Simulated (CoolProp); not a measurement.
R1224YDZ along the isotherm 225.5 K: density (kg/m³) from the reference equation and from simpler models built on Tc = 428.7 K, pc = 3334 kPa, ω = 0.325; each cubic takes its own stable root.

Values from CoolProp's reference Helmholtz-energy equation of state, Akasaka 2023.

```
p (kPa)   phase  reference
-------  ------  ---------
556      liquid       1545
1110     liquid       1546
1670     liquid       1547
2220     liquid       1548
2780     liquid       1549
3330     liquid       1550
3890     liquid       1551
4450     liquid       1552
5000     liquid       1553
```

Q: How far does each simpler model (Redlich-Kwong, Soave-Redlich-Kwong, Peng-Robinson) lie from the reference over these 9 states: mean and median of the absolute difference, and the worst?

A: 
- Redlich-Kwong: mean 13.6 %, median 13.6 %, worst -13.9 % at 225.5 K and 556 kPa
- Soave-Redlich-Kwong: mean 11.0 %, median 11.0 %, worst -11.1 % at 225.5 K and 556 kPa
- Peng-Robinson: mean 0.1 %, median 0.1 %, worst +0.1 % at 225.5 K and 5000 kPa
